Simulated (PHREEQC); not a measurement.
## Brine: an equilibrium model

Make-up at 20 °C: 0.19 mol/kgw K2CO3 and 0.00024 mol/kgw LiCl. Closed to the air; pH follows from the charge balance.

Computed with PHREEQC (ion-association model, wateq4f.dat).

This is a speciation only: nothing precipitates in the calculation.

### Question
Estimate the pH.

### Answer
pH 11.56.

### Question
In which forms is C present?

### Answer
CO3-2 98 %, HCO3- 2.1 % of the C.

Species that the database lacks are ignored.
